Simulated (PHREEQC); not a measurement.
## Nickel, zinc or cadmium bath with single salt, acid or base: an equilibrium model

Solution A (67 mmol/kgw CdCl2 and 0.85 mmol/kgw HCl) is mixed with solution B (0.018 mol CdSO4 per kg of water) at 85 °C; shares are by mass of water, 1 kg in all. O2 is buffered at 0.21 atm. No CO2 enters from the air. Solids allowed: Cd(OH)2. Others were left out.

The numbers come from PHREEQC with the ion-association model, phreeqc.dat.

```csv
share of solution B,pH,CdCl+ (mol/kgw),CdCl2 (mol/kgw),Cd(SO4)2-2 (mol/kgw)
0,3.16,0.0421,0.00864,0
0.1,3.27,0.0384,0.00724,5.73e-6
0.2,3.38,0.0345,0.00593,2.33e-5
0.3,3.50,0.0306,0.00472,5.30e-5
0.4,3.61,0.0265,0.00360,9.47e-5
0.5,3.73,0.0223,0.00261,0.000148
0.6,3.87,0.0180,0.00174,0.000214
0.7,4.04,0.0136,0.00102,0.000290
0.8,4.25,0.00909,0.000477,0.000378
0.9,4.58,0.00453,0.000125,0.000475
1,5.63,0,0,0.000582
```

Complexes and solids missing from the database can't appear. At this temperature some constants are extrapolated from 25 °C, and those without enthalpy data are left unchanged.
